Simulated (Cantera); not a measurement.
A closed system holds: 1 mol SiC, 0.42 mol CO2, 7.1 mol N2, 0.45 mol N2O, 0.0036 mol CH4, held at 1.33 mbar.

Equilibrium computed with Cantera from the NASA thermochemical tables; the gas is ideal and each condensed phase is pure. Candidate condensed phases: C, C6H6, C7H8, C8H18, H2O, Si, SiC, SiO2, Si2N2O, Si3N4; 151 gas species. Mutual solubility and eutectic melting of coexisting phases are not modelled. Rates play no part.

Task: At 1448 K, list the 4 most abundant gas species with their mole fractions, and the condensed phases.

Result: N2 0.878, CO 0.121, H2 0.000859, SiO 0.000320. Condensed: SiC(s) + Si2N2O(s).
